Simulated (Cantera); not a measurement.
Feed: 1 mol C3H8, 0.22 mol CO2, 4.2 mol H2, 0.025 mol O2, at 0.100 bar.

Method: chemical equilibrium by Gibbs-energy minimisation in Cantera with the NASA 1993 tables (ideal gas, pure condensed phases). Candidate condensed phases: C, C6H6, C7H8, C8H18, H2O; 110 gas species. The numbers say what is thermodynamically allowed, not how fast it happens.

x: gas mole fraction; n: condensed amount in mol.

```
T (°C)   x H2       x H    x CO  x C2H2 (acetylene)   x C2H  n C(graphite)
------  -----  --------  ------  ------------------  ------  -------------
1177    0.943   2.90e-5  0.0564             4.60e-6  <1e-12           2.73
1277    0.943   9.67e-5  0.0564             1.51e-5       ?           2.73
1377    0.943  0.000279  0.0564             4.30e-5       ?           2.73
1477    0.943  0.000714  0.0564            0.000108       ?           2.73
1577    0.942   0.00165  0.0563            0.000246       ?           2.73
1677    0.940   0.00351  0.0563            0.000514       ?           2.72
1777    0.936   0.00694  0.0562            0.000994       ?           2.71
1877    0.929    0.0129  0.0560             0.00180       ?           2.70
1977    0.919    0.0225  0.0558             0.00308       ?           2.68
2077    0.902    0.0375  0.0553             0.00498       ?           2.64
2177    0.878    0.0595  0.0547             0.00766       ?           2.59
2277    0.844    0.0906  0.0538              0.0112       ?           2.52
2377    0.799     0.132  0.0526              0.0157       ?           2.43
2477    0.741     0.186  0.0511              0.0208       ?           2.30
```

### Question
Fill in the missing entries.

### Answer

- 1277, x C2H: 3.94e-12
- 1377, x C2H: 5.56e-11
- 1477, x C2H: 5.78e-10
- 1577, x C2H: 4.66e-9
- 1677, x C2H: 3.02e-8
- 1777, x C2H: 1.63e-7
- 1877, x C2H: 7.48e-7
- 1977, x C2H: 2.99e-6
- 2077, x C2H: 1.06e-5
- 2177, x C2H: 3.35e-5
- 2277, x C2H: 9.60e-5
- 2377, x C2H: 0.000252
- 2477, x C2H: 0.000607
